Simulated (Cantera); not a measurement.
Adiabatic ignition

An adiabatic, constant-volume homogeneous reactor starts with CH3OH : O2 : N2 = 1 : 0.31 : 2.56 (molar parts), at 1750 K and 20.0 bar.

Model: GRI-Mech 3.0 (53 species, 325 reactions), integrated in Cantera. GRI-Mech 3.0 was tuned for natural gas; its chemistry of methanol as a main component is partial and can be far from experiment. The pressure lies above the range GRI-Mech 3.0 was tuned for (to about 10 atm).

```
t (s)     T (K)  P (bar)   x CH3OH     x O2     x NO2     x NO    x C2H4   x H2O
--------  -----  -------  --------  -------  --------  -------  --------  ------
8.00e-6    2261     36.8   1.11e-6  5.51e-5    <1e-12  2.15e-7   1.62e-5   0.109
2.28e-5    2260     36.8   8.80e-7  2.54e-8    <1e-12  1.43e-7   1.62e-5   0.106
6.51e-5    2254     36.8   6.03e-7  1.16e-8    <1e-12  1.05e-7   1.69e-5   0.104
0.000186   2247     36.7   3.25e-7  1.02e-8    <1e-12  1.36e-7   1.46e-5   0.103
0.000530   2241     36.7   1.31e-7  9.02e-9    <1e-12  2.07e-7   5.89e-6   0.101
0.00151    2238     36.7   1.55e-8  8.36e-9    <1e-12  2.89e-7   2.52e-7  0.0996
0.00431    2237     36.7  4.35e-10  8.31e-9    <1e-12  3.32e-7  2.15e-11  0.0995
0.0123     2237     36.7  4.25e-10  8.31e-9    <1e-12  4.04e-7  9.34e-12  0.0995
0.0351     2237     36.7  4.25e-10  8.31e-9    <1e-12  6.04e-7  9.34e-12  0.0995
0.100      2237     36.7  4.25e-10  8.31e-9  1.61e-12  1.10e-6  9.34e-12  0.0995
```
x: mole fraction; the columns are a selection and need not sum to one.

- time of steepest temperature rise: 1.64 µs
- temperature at 0.100 s: 2237 K
- equilibrium temperature: 2237 K
- x(CH3OH) at 0.100 s: 4.25e-10 (gas-phase equilibrium 4.33e-10)
- x(O2) at 0.100 s: 8.31e-9 (gas-phase equilibrium 8.32e-9)
- x(NO2) at 0.100 s: 1.61e-12 (gas-phase equilibrium 3.05e-12)
